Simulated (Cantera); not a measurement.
# Pyrogenic steam for wet oxidation

A perfectly stirred reactor is fed with 36.6 % H₂, 24.4 % O₂, 39.0 % N₂, equivalence ratio 0.75, at 0.133 bar; it is held at 1198 K, and followed from long to short residence time.

Computed with Cantera and GRI-Mech 3.0 (53 species, 325 reactions). The temperature is held fixed by assumption; the heat of reaction is taken as removed at once.

```
τ (s)       x H₂    x O₂       x H    x N₂O     x NO  x H₂O
------  --------  ------  --------  -------  -------  -----
0.52    0.000996  0.0748  0.000122  7.18e-8  1.87e-7  0.446
0.29     0.00146  0.0750  0.000218  6.12e-8  2.32e-7  0.445
0.16     0.00214  0.0752  0.000393  5.18e-8  3.09e-7  0.444
0.093    0.00302  0.0755  0.000672  4.42e-8  4.16e-7  0.443
0.052    0.00435  0.0760   0.00119  3.72e-8  5.82e-7  0.440
0.030    0.00611  0.0767   0.00202  3.14e-8  8.01e-7  0.437
0.017    0.00860  0.0778   0.00347  2.63e-8  1.11e-6  0.433
0.0094    0.0122  0.0794   0.00601  2.19e-8  1.52e-6  0.426
0.0053    0.0168  0.0816    0.0100  1.83e-8  2.02e-6  0.416
```
x: mole fraction; the columns are a selection and need not sum to one.
